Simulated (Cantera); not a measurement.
Charge: 1 mol Ta2O5, 1.1 mol C, 0.014 mol CO, equilibrated at 0.590 bar.

Cantera equilibrium calculation (NASA polynomials, part measured and part estimated; ideal gas, pure solids and liquids). Candidate condensed phases: C, Ta, TaC, Ta2O5; 15 gas species. Mutual solubility and eutectic melting of coexisting phases are not modelled. TaC: taken at fixed stoichiometry. Condensed phases not in the tables: Ta2C. Equilibrium is a limit: real reactors are often held back by kinetics, nucleation or transport. All values below are at 1252 °C.

Base state: CO 0.998, CO2 0.00178 (mole fractions); condensed: TaC(s) + Ta2O5(s).

Task: What changes in the equilibrium state with this change: Ta2O5 replaced by MgO?

Result: 
```tsv
species	before	after
CO	0.998	1.000
CO2	0.00178	0.000315
TaC(s), mol	0.315	0
Ta2O5(s), mol	0.843	0
C(graphite), mol	0	1.10
MgO(s), mol	0	1.00
```
Further candidate phases: Mg, MgCO3, MgO.
